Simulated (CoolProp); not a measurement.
Vapour-liquid equilibrium of propylene (1) + R142b (2) at 314.5 K; x and y are mole fractions of (1).

Values from CoolProp's multi-fluid Helmholtz-energy mixture model, Lemmon 2013 and Lemmon 2006; pair parameters Bell 2016.

```
x     bubble pressure (kPa)  y at the bubble point  dew pressure at overall composition x (kPa)  liquid density (mol/L)
----  ---------------------  ---------------------  -------------------------------------------  ----------------------
0.05                  603.6                  0.132                                        564.2                   10.67
0.15                  727.8                  0.335                                        613.0                   10.75
0.25                  851.7                  0.481                                        670.5                   10.82
0.35                  973.1                  0.591                                        739.3                   10.89
0.45                   1091                  0.678                                        822.5                   10.95
0.55                   1205                  0.749                                        924.6                   11.02
0.65                   1316                  0.811                                         1051                   11.08
0.75                   1425                  0.867                                         1206                   11.14
0.85                   1534                  0.920                                         1391                   11.20
0.95                   1644                  0.973                                         1596                   11.27
```

No azeotrope shows between x = 0.05 and 0.95.

The pair parameters rest on a limited set of measurements; away from them the model extrapolates.
